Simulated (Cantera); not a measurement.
Cantera run, input and output.

```python
import numpy as np
import cantera as ct

gas = ct.Solution("h2o2.yaml")
gas.TPX = 1400, 170, {'H2': 0.46, 'O2': 1}
inlet = ct.Reservoir(gas, clone=True)

reactor = ct.IdealGasConstPressureReactor(gas, energy="off", clone=False)
exhaust = ct.Reservoir(gas, clone=True)
tau = [8.3, 3.2, 1.2, 0.46, 0.17, 0.066, 0.025, 0.0096, 0.0036][0]
for a, b in ((inlet, reactor), (reactor, exhaust)):
    ct.MassFlowController(a, b, mdot=lambda t: reactor.mass / tau)
net = ct.ReactorNet([reactor])
show = ['H2', 'O2', 'OH', 'H', 'H2O']

rows = []
print(f"{'tau/s':>10s}{'T/K':>9s}" + "".join(f"{s:>11s}" for s in show))
for tau in [8.3, 3.2, 1.2, 0.46, 0.17, 0.066, 0.025, 0.0096, 0.0036]:
    net.initial_time = 0.0
    net.advance(30 * tau)
    before = gas.X
    net.advance(40 * tau)
    drift = np.max(np.abs(gas.X - before) / (gas.X + 1e-9))
    rows.append([gas.T, *gas[show].X, drift])
    print(f"{tau:10.3e}{gas.T:9.1f}" + "".join(f"{x:11.3e}" for x in gas[show].X))
```

Result:

```
     tau/s      T/K         H2         O2         OH          H        H2O
 8.300e+00   1400.0  4.913e-03  6.062e-01  1.161e-02  8.079e-03  3.517e-01
 3.200e+00   1400.0  8.534e-03  5.918e-01  1.513e-02  1.924e-02  3.340e-01
 1.200e+00   1400.0  1.363e-02  5.690e-01  1.874e-02  4.168e-02  3.043e-01
 4.600e-01   1400.0  1.836e-02  5.436e-01  2.123e-02  7.119e-02  2.699e-01
 1.700e-01   1400.0  2.145e-02  5.247e-01  2.241e-02  9.535e-02  2.435e-01
 6.600e-02   1400.0  2.349e-02  5.164e-01  2.293e-02  1.072e-01  2.301e-01
 2.500e-02   1400.0  2.649e-02  5.148e-01  2.344e-02  1.123e-01  2.221e-01
 9.600e-03   1400.0  3.312e-02  5.190e-01  2.429e-02  1.136e-01  2.135e-01
 3.600e-03   1400.0  4.963e-02  5.313e-01  2.563e-02  1.110e-01  1.973e-01
```

Computed with Cantera and the H2/O2 subset of GRI-Mech 3.0, which has no nitrogen chemistry. Radical loss at walls, strong at low pressure, is not modelled. The temperature is held fixed by assumption; the heat of reaction is taken as removed at once.
